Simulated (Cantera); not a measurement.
A closed system holds: 1 mol SiCl4, 0.94 mol N2, held at 1250 K and 750 Torr.

Method: chemical equilibrium by Gibbs-energy minimisation in Cantera with the NASA 1993 tables (ideal gas, pure condensed phases). Candidate condensed phases: Si, Si3N4; 13 gas species. The tables' values for SiCl3 are old estimates; treat these amounts as uncertain. The numbers say what is thermodynamically allowed, not how fast it happens.

Base state: SiCl4 0.515, N2 0.485, SiCl3 5.79e-5, Cl 2.95e-5, Cl2 1.43e-5 (mole fractions); condensed: gas only.

Problem. What changes in the equilibrium state with this change: temperature from 1250 K to 1748.15 K?

Solution. 
```
species   before     after
-------  -------  --------
SiCl4      0.515     0.501
N2         0.485     0.480
SiCl3    5.79e-5   0.00960
Cl       2.95e-5   0.00809
SiCl2    4.66e-8  0.000328
Cl2      1.43e-5   0.00108
```
